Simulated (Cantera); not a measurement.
A closed system holds: 1 mol CsCl, 0.47 mol H2O, 2.2 mol H2, equilibrated at 1448.15 K and 92.0 Pa.

Cantera equilibrium calculation (NASA polynomials, part measured and part estimated; ideal gas, pure solids and liquids). Candidate condensed phases: Cs, CsCl, CsOH, H2O; 22 gas species. Rates play no part.

Base state: H2 0.597, CsCl 0.269, H2O 0.128, HCl 0.00276, Cs 0.00239, CsOH 0.000374, H 0.000235, Cs2Cl2 7.54e-5 (mole fractions); condensed: gas only.

Question: What changes in the equilibrium state with this change: pressure from 92.0 Pa to 10.0 mbar?

Answer: 
```json
[
 {"species": "H2", "before": "0.597", "after": "0.599"},
 {"species": "CsCl", "before": "0.269", "after": "0.269"},
 {"species": "H2O", "before": "0.128", "after": "0.127"},
 {"species": "Cs", "before": "0.00239", "after": "0.00115"},
 {"species": "HCl", "before": "0.00276", "after": "0.00174"},
 {"species": "Cs2Cl2", "before": "7.54e-5", "after": "0.000820"},
 {"species": "H", "before": "0.000235", "after": "7.15e-5"},
 {"species": "CsOH", "before": "0.000374", "after": "0.000593"}
]
```

Question: What changes in the equilibrium state with this change: temperature from 1448.15 K to 2048.15 K?

Answer: 
| species | before | after |
|---|---|---|
| H2 | 0.597 | 0.529 |
| CsCl | 0.269 | 0.224 |
| H2O | 0.128 | 0.120 |
| H | 0.000235 | 0.0538 |
| Cs | 0.00239 | 0.0351 |
| HCl | 0.00276 | 0.0333 |
| O | <1e-9 | 9.73e-5 |
| Cl | 8.87e-7 | 0.00251 |
| OH | 1.20e-6 | 0.00133 |

Question: What changes in the equilibrium state with this change: pressure from 92.0 Pa to 38.0 Pa?

Answer: 
```tsv
species	before	after
H2	0.597	0.597
CsCl	0.269	0.269
H2O	0.128	0.128
Cs	0.00239	0.00305
Cs2Cl2	7.54e-5	3.10e-5
H	0.000235	0.000366
CsOH	0.000374	0.000307
HCl	0.00276	0.00336
```
